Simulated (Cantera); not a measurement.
Equilibrium for hydrogen reduction and annealing atmospheres: V₂O₅ + H₂

Feed: 1 mol V₂O₅, 110 mol H₂, held at 2000 K.

Method: chemical equilibrium by Gibbs-energy minimisation in Cantera with the NASA 1993 tables (ideal gas, pure condensed phases). Candidate condensed phases: H₂O, V, VO, V₂O₃, V₂O₄, V₂O₅; 12 gas species. VO: taken at fixed stoichiometry. Equilibrium is a limit: real reactors are often held back by kinetics, nucleation or transport.

At 0.0750 Torr nothing is condensed. From 0.750 Torr to 7500 Torr the condensed part is VO(s). The main V-bearing gas is VO₂ throughout. The share of V in condensed phases is highest at 7500 Torr (100.0 %) and lowest at 0.0750 Torr (0.0 %).

| P (Pa) | x H₂ | x H | x H₂O | x VO₂ | x VO | x OH | n VO(s) |
|---|---|---|---|---|---|---|---|
| 10 | 0.824 | 0.148 | 0.0120 | 0.0127 | 0.00376 | 0.000215 | 0 |
| 100 | 0.922 | 0.0494 | 0.0176 | 0.00861 | 0.00194 | 9.43e-5 | 0.792 |
| 1000 | 0.957 | 0.0159 | 0.0258 | 0.00121 | 0.000194 | 4.28e-5 | 1.84 |
| 10000 | 0.968 | 0.00506 | 0.0271 | 0.000126 | 1.94e-5 | 1.41e-5 | 1.98 |
| 100000 | 0.971 | 0.00160 | 0.0272 | 1.26e-5 | 1.94e-6 | 4.49e-6 | 2.00 |
| 1000000 | 0.972 | 0.000507 | 0.0273 | 1.26e-6 | 1.94e-7 | 1.42e-6 | 2.00 |
x: gas mole fraction; n: condensed amount in mol.
